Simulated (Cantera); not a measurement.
## Hydrogen reduction and annealing atmospheres: Al₂O₃ + H₂

A closed system holds: 1 mol Al₂O₃, 1600 mol H₂, at 14.0 mbar.

Equilibrium computed with Cantera from the NASA thermochemical tables; the gas is ideal and each condensed phase is pure. Candidate condensed phases: Al, Al₂O₃, H₂O; 19 gas species. The tables' values for AlOH are old estimates; treat these amounts as uncertain. Kinetics and transport are ignored.

| T (°C) | log p H₂ | log p H | log p H₂O | log p Al | log p Al₂O | log p AlOH | log p AlH | log p OH | n Al₂O₃(s) |
|---|---|---|---|---|---|---|---|---|---|
| 1427 | -1.85 | -4.76 | -6.59 | -6.85 | -7.81 | -8.11 | -8.00 | -10.78 | 0.989 |
| 1477 | -1.85 | -4.56 | -6.31 | -6.59 | -7.49 | -7.80 | -7.79 | -10.25 | 0.980 |
| 1527 | -1.86 | -4.37 | -6.06 | -6.33 | -7.19 | -7.51 | -7.60 | -9.75 | 0.963 |
| 1577 | -1.86 | -4.20 | -5.81 | -6.10 | -6.90 | -7.24 | -7.42 | -9.28 | 0.934 |
| 1627 | -1.86 | -4.03 | -5.58 | -5.87 | -6.63 | -6.98 | -7.25 | -8.84 | 0.887 |
| 1677 | -1.86 | -3.87 | -5.36 | -5.66 | -6.38 | -6.74 | -7.09 | -8.42 | 0.811 |
| 1727 | -1.86 | -3.72 | -5.16 | -5.46 | -6.14 | -6.51 | -6.94 | -8.02 | 0.692 |
| 1777 | -1.86 | -3.58 | -4.96 | -5.27 | -5.91 | -6.29 | -6.80 | -7.63 | 0.510 |
| 1827 | -1.87 | -3.44 | -4.77 | -5.09 | -5.70 | -6.09 | -6.67 | -7.27 | 0.238 |
| 1877 | -1.87 | -3.31 | -4.65 | -4.96 | -5.62 | -5.98 | -6.58 | -6.98 | 0 |
| 1927 | -1.88 | -3.19 | -4.64 | -4.90 | -5.79 | -6.06 | -6.56 | -6.81 | 0 |
log p: log10 of the partial pressure in bar; n: condensed amount in mol.

From 1427 °C to 1827 °C the condensed part is Al₂O₃(s). From 1877 °C to 1927 °C nothing is condensed. The main Al-bearing gas is Al throughout.
